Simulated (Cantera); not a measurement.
A closed system holds: 1 mol Fe2O3, a varied amount of H2S, 3.1 mol N2, held at 723.15 K and 1 atm.

Points: n(H2S) (mol) = 0.091, 0.31, 0.53, 0.75, 0.97, 1.2, 1.4, 1.6, 1.8, 2.1, 2.3, 2.5, 2.7.

Cantera's Mixture.equilibrate('TP', solver="vcs", rtol=1e-11, max_steps=5000) on the NASA tables stopped like this:

```
*******************************************************************************
CanteraError thrown by VCS_SOLVE::solve_tp_inner:
vcs_solve_TP: ERROR on step change wt[42:Fe2S3O12(s)]: -1.734723475976807e-18 < 0.0
*******************************************************************************
```

Problem. What got this run through?

Solution. This is not unique; one that fits is The failure is numerical, not chemical. The same input converged with solver="gibbs", rtol=1e-10, max_steps=50000, and the result passed a check of the equilibrium conditions:
```
log10 of partial pressures in bar; condensed amounts in mol
    n(H2S)        N2       H2O       SO2       H2S        H2    FeS(c)   FeS2(s)  Fe2O3(s)  Fe3O4(s)
     0.091    -0.019    -1.551    -1.551    -6.181    -6.442         0         0     0.181     0.546
      0.31    -0.047    -1.048    -1.602    -3.557    -5.215         0    0.1112         0    0.6296
      0.53    -0.070    -0.838    -1.791    -3.323    -4.935         0    0.2346         0    0.5885
      0.75    -0.092    -0.710    -2.084    -3.158    -4.696         0    0.3578         0    0.5474
      0.97    -0.113    -0.620    -2.964    -2.958    -4.276         0    0.4806         0    0.5065
       1.2    -0.136    -0.552    -4.513    -2.697    -3.627   0.09476    0.5483         0    0.4523
       1.4    -0.156    -0.505    -4.513    -2.650    -3.580    0.1938     0.598         0    0.4027
       1.6    -0.175    -0.466    -4.513    -2.610    -3.541    0.2929    0.6478         0    0.3531
       1.8    -0.193    -0.433    -4.513    -2.577    -3.508     0.392    0.6975         0    0.3035
       2.1    -0.219    -0.392    -4.513    -2.536    -3.467    0.5405    0.7722         0    0.2291
       2.3    -0.235    -0.368    -4.513    -2.513    -3.444    0.6396    0.8219         0    0.1795
       2.5    -0.251    -0.348    -4.513    -2.493    -3.423    0.7387    0.8717         0    0.1299
       2.7    -0.266    -0.330    -4.513    -2.474    -3.405    0.8377    0.9214         0   0.08027
```

The gas is ideal and each condensed phase is pure. FeS: taken at fixed stoichiometry.
